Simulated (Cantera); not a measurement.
Charge: 1 mol Fe3O4, 0.63 mol C, 19 mol H2, held at 44.0 Pa.

Equilibrium computed with Cantera from the NASA thermochemical tables; the gas is ideal and each condensed phase is pure. Candidate condensed phases: C, C6H6, C7H8, C8H18, Fe, Fe(CO)5, FeO, Fe(OH)2, Fe(OH)3, Fe2O3, Fe3O4, H2O; 114 gas species. Kinetics and transport are ignored. All values below are at 1648 K.

Base state: H2 0.790, H2O 0.168, CO 0.0299, Fe 0.00593, H 0.00377, CO2 0.00198, OH 3.61e-5 (mole fractions); condensed: Fe(γ).

Task: What changes in the equilibrium state with this change: pressure from 44.0 Pa to 2500 Pa?

Result: 
```
species      before     after
----------  -------  --------
H2            0.790     0.798
H2O           0.168     0.170
CO           0.0299    0.0301
Fe          0.00593  0.000104
H           0.00377  0.000503
OH          3.61e-5   4.81e-6
CO2         0.00198   0.00200
Fe(γ), mol     2.88      3.00
```

Task: What changes in the equilibrium state with this change: H2 from 19 to 12 mol?

Result: 
| species | before | after |
|---|---|---|
| H2 | 0.790 | 0.682 |
| H2O | 0.168 | 0.259 |
| CO | 0.0299 | 0.0442 |
| Fe | 0.00593 | 0.00593 |
| Fe(OH)2 | 4.24e-6 | 1.17e-5 |
| CO2 | 0.00198 | 0.00526 |
| Fe(γ), mol | 2.88 | 2.92 |
